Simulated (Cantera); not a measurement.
A closed system holds: 1 mol SiH4, 0.73 mol HCl, 150 mol H2, at 1377 °C and 1.33 mbar.

These are equilibrium values from Cantera (NASA tables, ideal gas, pure condensed phases), not measurements of a reactor. Candidate condensed phases: Si; 19 gas species. The numbers say what is thermodynamically allowed, not how fast it happens.

Base state: H2 0.993, HCl 0.00460, H 0.00248, Si 0.000201, SiCl2 7.59e-5, SiH 1.34e-5 (mole fractions); condensed: Si(s).

What changes in the equilibrium state with this change: temperature from 1377 °C to 1052 °C?


| species | before | after |
|---|---|---|
| H2 | 0.993 | 0.995 |
| HCl | 0.00460 | 0.00466 |
| SiCl2 | 7.59e-5 | 5.98e-5 |
| H | 0.00248 | 4.47e-5 |
| Si | 0.000201 | 7.07e-8 |
| SiH | 1.34e-5 | 1.87e-8 |
| Si(s), mol | 0.953 | 0.991 |

What changes in the equilibrium state with this change: SiH4 replaced by SiHCl3?


```json
[
 {"species": "H2", "before": "0.993", "after": "0.975"},
 {"species": "HCl", "before": "0.00460", "after": "0.0211"},
 {"species": "H", "before": "0.00248", "after": "0.00246"},
 {"species": "SiCl2", "before": "7.59e-5", "after": "0.00162"},
 {"species": "SiCl", "before": "7.74e-6", "after": "3.57e-5"},
 {"species": "Cl", "before": "9.01e-6", "after": "4.16e-5"},
 {"species": "Si(s), mol", "before": "0.953", "after": "0.712"}
]
```
The tables' values for SiCl are old estimates; treat these amounts as uncertain.
